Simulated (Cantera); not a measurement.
What does this Cantera script print?

```python
import numpy as np
import cantera as ct

gas = ct.Solution("gri30.yaml")
gas.TPX = 1350, 100000, {'N2O': 1}
reactor = ct.IdealGasConstPressureReactor(gas, energy="off", clone=False)
net = ct.ReactorNet([reactor])
net.rtol, net.atol = 1e-08, 1e-18
show = ['N2O', 'O', 'N2', 'NO2', 'O2', 'NO']
times = np.geomspace(8e-06, 40, 11)

steps = ct.SolutionArray(gas, extra=["t"])
rows = []
print(f"{'t/s':>10s}{'T/K':>9s}{'P/Pa':>11s}" + "".join(f"{s:>11s}" for s in show))
for t in times:
    while net.time < t:
        t_next = net.step()
        steps.append(gas.state, t=t_next)
    rows.append([np.interp(t, steps.t, y) for y in (steps.T, steps.P, *steps(*show).X.T)])
    print(f"{t:10.3e}{rows[-1][0]:9.1f}{rows[-1][1]:11.4g}" + "".join(f"{x:11.3e}" for x in rows[-1][2:]))
rate = np.gradient(steps.T, steps.t)
print("integrator steps:", len(steps.t))
if steps.T.max() > steps.T[0] + 200:
    print(f"time of steepest temperature rise: {steps.t[rate.argmax()]:.4e} s")
gas.TPX = 1350, 100000, {'N2O': 1}
gas.equilibrate("TP")
print(f"equilibrium (TP): T = {gas.T:.1f} K  " + "  ".join(f"{s} {gas[s].X[0]:.3e}" for s in show))
```

Output:

```
       t/s      T/K       P/Pa        N2O          O         N2        NO2         O2         NO
 8.000e-06   1350.0      1e+05  9.999e-01  1.198e-05  4.326e-05  6.108e-11  1.416e-05  5.899e-06
 3.741e-05   1350.0      1e+05  9.996e-01  1.357e-05  2.374e-04  3.112e-09  1.013e-04  4.221e-05
 1.749e-04   1350.0      1e+05  9.981e-01  1.357e-05  1.150e-03  7.849e-08  5.146e-04  2.143e-04
 8.181e-04   1350.0      1e+05  9.911e-01  1.355e-05  5.392e-03  1.585e-06  2.435e-03  1.013e-03
 3.825e-03   1350.0      1e+05  9.595e-01  1.345e-05  2.468e-02  2.214e-05  1.116e-02  4.620e-03
 1.789e-02   1350.0      1e+05  8.294e-01  1.289e-05  1.041e-01  1.455e-04  4.712e-02  1.923e-02
 8.365e-02   1350.0      1e+05  4.629e-01  1.048e-05  3.291e-01  4.824e-04  1.497e-01  5.784e-02
 3.912e-01   1350.0      1e+05  7.436e-02  3.685e-06  5.735e-01  7.539e-04  2.644e-01  8.698e-02
 1.829e+00   1350.0      1e+05  2.768e-04  2.445e-07  6.229e-01  8.978e-04  2.890e-01  8.690e-02
 8.554e+00   1350.0      1e+05  2.211e-06  2.286e-07  6.231e-01  9.044e-04  2.892e-01  8.677e-02
 4.000e+01   1350.0      1e+05  2.186e-06  2.287e-07  6.234e-01  8.994e-04  2.895e-01  8.625e-02
integrator steps: 1083
equilibrium (TP): T = 1350.0 K  N2O 3.756e-08  O 2.451e-07  N2 6.664e-01  NO2 7.052e-06  O2 3.330e-01  NO 6.304e-04
```

Computed with Cantera and GRI-Mech 3.0 (53 species, 325 reactions). GRI-Mech 3.0 was tuned for natural gas; its chemistry of N2O as a main component is partial and can be far from experiment. The mechanism lacks the step 2 NO + O2 → 2 NO2, which can matter for NO2 below about 1400 K. The temperature is held fixed by assumption; the heat of reaction is taken as removed at once.
